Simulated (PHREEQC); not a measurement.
Make-up at 25 °C: 0.075 mol/kgw NaH2PO4, 0.00054 mol/kgw K2HPO4 and 0.0001 mol/kgw H4SiO4. Closed to the air; pH follows from the charge balance.

Equilibrium calculation in PHREEQC: ion-association model, wateq4f.dat.

Each row changes one thing in this solution. No solid was allowed to form.

```
case                                             pH  ionic strength (mol/kgw)  HPO4-2 (mol/kgw)  KHPO4- (mol/kgw)  H3SiO4- (mol/kgw)  PO4-3 (mol/kgw)  SI of Quartz (SiO2)
---------------------------------------------  ----  ------------------------  ----------------  ----------------  -----------------  ---------------  -------------------
as made                                        4.85                    0.0767          0.000642           5.38e-7            1.34e-9         6.23e-11                -0.01
NaH2PO4 from 0.075 to 0.0375 mol/kgw           5.15                    0.0391          0.000560           5.75e-7            2.54e-9         8.61e-11                -0.01
diluted 5-fold with water                      5.01                    0.0154          0.000136           3.49e-8           3.41e-10         1.14e-11                -0.72
K2HPO4 replaced by KHCO3 at the same molality  4.84                    0.0761          0.000624           2.62e-7            1.31e-9         5.93e-11                -0.01
H4SiO4 from 0.0001 to 0.00015 mol/kgw          4.85                    0.0767          0.000642           5.38e-7            2.01e-9         6.23e-11                +0.17
NaH2PO4 left out                               8.74                   0.00161          0.000525           9.25e-7            7.75e-6          1.61e-7                -0.05
K2HPO4 from 0.00054 to 5.4e-05 mol/kgw         4.54                    0.0754          0.000317           2.67e-8           6.66e-10         1.52e-11                -0.01
0.0033 mol/kgw KOH added                       5.61                    0.0828           0.00364           1.20e-5            7.85e-9          2.11e-9                -0.01
```

Complexes and solids missing from the database can't appear. Some of these states are supersaturated (in Quartz (slow to form), for instance). H3PO4, which wateq4f.dat lacks, is added to it with the constant of phreeqc.dat.
